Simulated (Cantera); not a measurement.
Input: 1 mol Si3N4, 0.37 mol H2O, 250 mol N2, equilibrated at 1652 °C and 0.0660 bar.

Equilibrium computed with Cantera from the NASA thermochemical tables; the gas is ideal and each condensed phase is pure. Candidate condensed phases: H2O, Si, SiO2, Si2N2O, Si3N4; 35 gas species. The tables' values for SiN are old estimates; treat these amounts as uncertain. Equilibrium is a limit: real reactors are often held back by kinetics, nucleation or transport.

Base state: N2 0.997, SiO 0.00147, H2 0.00140, Si 0.000245, H 0.000139, Si2N 2.59e-5, SiN 1.97e-5 (mole fractions); condensed: Si3N4(s).

### Question
What changes in the equilibrium state with this change: Si3N4 replaced by Si?

### Answer
| species | before | after |
|---|---|---|
| N2 | 0.997 | 0.997 |
| SiO | 0.00147 | 0.00148 |
| H2 | 0.00140 | 0.00141 |
| H | 0.000139 | 0.000140 |
| Si2N | 2.59e-5 | 2.59e-5 |
| Si3N4(s), mol | 0.850 | 0.183 |

### Question
What changes in the equilibrium state with this change: temperature from 1652 °C to 1050 °C?

### Answer
| species | before | after |
|---|---|---|
| N2 | 0.997 | 0.999 |
| H2 | 0.00140 | 0.00148 |
| H | 0.000139 | 2.37e-7 |
| SiO | 0.00147 | 2.35e-9 |
| Si | 0.000245 | <1e-9 |
| Si2N | 2.59e-5 | <1e-9 |
| SiN | 1.97e-5 | <1e-9 |
| Si3N4(s), mol | 0.850 | 0.753 |
| Si2N2O(s), mol | 0 | 0.370 |
Mutual solubility and eutectic melting of coexisting phases are not modelled.
